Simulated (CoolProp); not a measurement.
Vapour-liquid equilibrium of R125 (1) + R152A (2) at 297.5 K; x and y are mole fractions of (1).

Computed with CoolProp (multi-fluid Helmholtz-energy mixture model, Lemmon 2005 and Outcalt 1996; pair parameters Bell 2016).

Question: Give the bubble pressure and the first vapour's composition at x = 0.05, 0.2, 0.65. Is there an azeotrope?

Answer: x = 0.05: 0.6234 MPa, y = 0.099; x = 0.2: 0.7311 MPa, y = 0.331; x = 0.65: 1.053 MPa, y = 0.775. No azeotrope shows between x = 0.05 and 0.95.

The pair parameters rest on a limited set of measurements; away from them the model extrapolates.
